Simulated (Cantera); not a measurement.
Input: 1 mol SiCl₄, 2.5 mol Cl₂, 15 mol H₂, at 1173.15 K and 370000 Pa.

Cantera equilibrium calculation (NASA polynomials, part measured and part estimated; ideal gas, pure solids and liquids). Candidate condensed phases: Si; 19 gas species. The tables' values for SiCl₃ are old estimates; treat these amounts as uncertain. Rates play no part.

Task: What is the equilibrium state?

Result: 
```json
{
  "x(H₂)": "0.673",
  "x(HCl)": "0.273",
  "x(SiCl₄)": "0.0509",
  "x(SiHCl₃)": "0.00292",
  "x(SiCl₃)": "0.000214",
  "x(SiH₂Cl₂)": "2.14e-5",
  "x(SiCl₂)": "8.84e-6",
  "gas_amount": "18.50 mol",
  "log10 activity of Si(s) (absent)": "-4.46"
}
```
